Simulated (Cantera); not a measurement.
Ammonia decomposition in nitride growth gas

An isothermal, constant-pressure homogeneous reactor starts with 41.7 % NH₃, 58.3 % H₂, at 1850 K and 900 Torr.

Computed with Cantera and the gas-phase N/H chemistry of the illustrative SiF4/NH3 mechanism in the Surface Chemkin manual (1991). Walls and surfaces, which speed up NH3 decomposition in real reactors, are not modelled.

```csv
t (s),x NH₃,x H₂,x NH,x N₂H₄,x NH₂
2.00e-5,0.417,0.583,2.12e-8,1.18e-9,2.40e-5
0.000100,0.417,0.583,5.04e-7,2.81e-8,0.000116
0.000503,0.416,0.584,3.10e-6,1.76e-7,0.000291
0.00252,0.411,0.586,3.20e-6,1.80e-7,0.000294
0.0126,0.391,0.600,3.14e-6,1.68e-7,0.000284
0.0633,0.308,0.653,2.87e-6,1.20e-7,0.000240
0.317,0.124,0.772,1.90e-6,3.13e-8,0.000123
1.59,0.0170,0.842,4.96e-7,1.10e-9,2.31e-5
7.98,0.00229,0.851,7.76e-8,2.32e-11,3.34e-6
40.0,0.000412,0.852,1.41e-8,<1e-12,6.05e-7
```
x: mole fraction; the columns are a selection and need not sum to one.

Equilibrium at this temperature and pressure: NH₃ 9.49e-6, H₂ 0.853, NH 3.25e-10, N₂H₄ <1e-12, NH₂ 1.39e-8 (gas phase only).
